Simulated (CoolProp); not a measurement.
R1233zd(E) at 273.84 K and 1.25 MPa is throttled through a valve to 0.856 MPa with no heat exchange. Each further row changes one setting.

Computed with CoolProp (reference Helmholtz-energy equation of state, Akasaka 2022).

| case | temperature change (K) |
|---|---|
| as stated | ? |
| outlet pressure 0.257 MPa | ? |
| outlet pressure 1.11 MPa | ? |

Problem. Complete the blanks.

Solution. 
- as stated, temperature change (K): +0.1
- outlet pressure 0.257 MPa, temperature change (K): +0.4
- outlet pressure 1.11 MPa, temperature change (K): +0.0
